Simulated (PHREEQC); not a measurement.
Dissolve 0.028 mol NaOH, 0.00023 mol NaAlO2 and 0.039 mol (CH3)4NCl per kg of water at 25 °C. Closed to the air; pH follows from the charge balance.

All values are PHREEQC results (ion-association model, phreeqc.dat), not measurements.

```yaml
pH: 12.34
ionic_strength: 0.0672 mol/kgw
total_alkalinity: 28.9 meq/kg
```

```tsv
species	molality	activity	log γ
Cl-	0.0390	0.0310	-0.100
(CH3)4N+	0.0390	0.0311	-0.099
Na+	0.0282	0.0228	-0.093
OH-	0.0280	0.0221	-0.102
Al(OH)4-	0.000230	0.000185	-0.096
```

No solid was allowed to form. Complexes and solids missing from the database can't appear. (CH3)4N+ isn't in the database: it is added as a free cation with an ion size of 4 Å.
